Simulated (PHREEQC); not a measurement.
Make-up at 25 °C: 0.012 mol KOH and 0.0025 mol KH2PO4 per kg of water. Closed to the air; pH follows from the charge balance.

Computed with PHREEQC (ion-association model, phreeqc.dat).

Each row changes one thing in this solution. This is a speciation only: nothing precipitates in the calculation.

```
case                                          pH  ionic strength (mol/kgw)
-----------------------------------------  -----  ------------------------
as made                                    11.86                    0.0189
temperature from 25 to 50 °C                 ___                    0.0178
KH2PO4 left out                            12.02                    0.0120
KH2PO4 from 0.0025 to 0.025 mol/kgw          ___                    0.0482
KOH left out                                4.94                   0.00253
KOH replaced by KHF2 at the same molality    ___                    0.0152
KOH from 0.012 to 0.12 mol/kgw               ___                     0.130
temperature from 25 to 15 °C               12.20                    0.0196
```

**Question.** Some entries are withheld; supply them.

**Answer.** 
- temperature from 25 to 50 °C, pH: 11.16
- KH2PO4 from 0.0025 to 0.025 mol/kgw, pH: 6.91
- KOH replaced by KHF2 at the same molality, pH: 3.19
- KOH from 0.012 to 0.12 mol/kgw, pH: 12.93

Constants without temperature data keep their 25 °C values here.
